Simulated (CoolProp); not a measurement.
Vapour pressure (MPa) of carbon monoxide: the reference equation beside estimates from Tc = 132.9 K, pc = 3.498 MPa, ω = 0.050. Clausius-Clapeyron is anchored at 102.5 K with a constant enthalpy of vaporisation of 5.015 kJ/mol.

Model: reference Helmholtz-energy equation of state, Lemmon 2006, in CoolProp. It is a short technical equation, of lower accuracy than the large ones.

```tsv
T (K)	reference	Lee-Kesler	Clausius-Clapeyron	van der Waals	Redlich-Kwong	Soave-Redlich-Kwong	Peng-Robinson
94	0.3392	0.3396	0.3830	0.7403	0.3345	0.3397	0.3404
98.3	0.4790	0.4795	0.5071	0.9248	0.4801	0.4810	0.4800
102.5	0.6520	0.6524	0.6520	1.131	0.6608	0.6563	0.6530
106.8	0.8718	0.8715	0.8263	1.371	0.8902	0.8794	0.8734
111.1	1.140	1.139	1.028	1.641	1.169	1.152	1.143
115.3	1.455	1.452	1.253	1.934	1.494	1.472	1.460
119.6	1.838	1.834	1.512	2.265	1.884	1.860	1.846
123.8	2.277	2.274	1.794	2.621	2.326	2.302	2.289
```

Absolute difference from the reference over all 8 rows, mean and median: Lee-Kesler 0.1 and 0.1 %, Clausius-Clapeyron 10.8 and 11.4 %, van der Waals 57.2 and 50.6 %, Redlich-Kwong 1.9 and 2.1 %, Soave-Redlich-Kwong 0.8 and 1.0 %, Peng-Robinson 0.3 and 0.3 %.
